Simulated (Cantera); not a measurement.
An isothermal, constant-pressure homogeneous reactor starts with CH₄ : CO₂ = 1 : 2.3 (molar parts), at 1525 K and 82.5 Torr.

Cantera simulation using GRI-Mech 3.0 (53 species, 325 reactions); the numbers are that mechanism's predictions, not measurements.

Q: Predict: x(CH₄) at 5.00 s; x(CO₂) at 5.00 s; x(H₂) at 5.00 s; x(CH₂CO) at 5.00 s; x(C₂H₄) at 5.00 s; x(H₂O) at 5.00 s.

A: 
```
Property                                              Value
------------------  ---------------------------------------
x(CH₄) at 5.00 s     0.0219 (gas-phase equilibrium 2.03e-9)
x(CO₂) at 5.00 s        0.256 (gas-phase equilibrium 0.109)
x(H₂) at 5.00 s         0.108 (gas-phase equilibrium 0.241)
x(CH₂CO) at 5.00 s   7.32e-5 (gas-phase equilibrium <1e-12)
x(C₂H₄) at 5.00 s   0.000310 (gas-phase equilibrium <1e-12)
x(H₂O) at 5.00 s        0.222 (gas-phase equilibrium 0.137)
```
